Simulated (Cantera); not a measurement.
An adiabatic, constant-pressure homogeneous reactor starts with H2 : O2 : N2 = 1 : 0.417 : 1.57 (molar parts), equivalence ratio 1.2, at 1325 K and 2250 Torr.

Model: the H2/O2 subset of GRI-Mech 3.0, which has no nitrogen chemistry, integrated in Cantera. The hydrogen kinetics of GRI-Mech 3.0 are dated; newer H2 mechanisms differ, most at raised pressure.

Task: Predict: time of steepest temperature rise; temperature at 0.500 s; equilibrium temperature; x(H2) at 0.500 s; x(O2) at 0.500 s; x(H) at 0.500 s; x(HO2) at 0.500 s; x(H2O2) at 0.500 s; x(O) at 0.500 s.

Result: 
```json
{
 "time_of_steepest_temperature_rise": "9.00 µs",
 "temperature at 0.500 s": "2917 K",
 "equilibrium_temperature": "2917 K",
 "x(H2) at 0.500 s": "0.0773 (gas-phase equilibrium 0.0773)",
 "x(O2) at 0.500 s": "0.00498 (gas-phase equilibrium 0.00498)",
 "x(H) at 0.500 s": "0.0196 (gas-phase equilibrium 0.0196)",
 "x(HO2) at 0.500 s": "4.81e-6 (gas-phase equilibrium 4.81e-6)",
 "x(H2O2) at 0.500 s": "5.20e-7 (gas-phase equilibrium 5.20e-7)",
 "x(O) at 0.500 s": "0.00346 (gas-phase equilibrium 0.00346)"
}
```
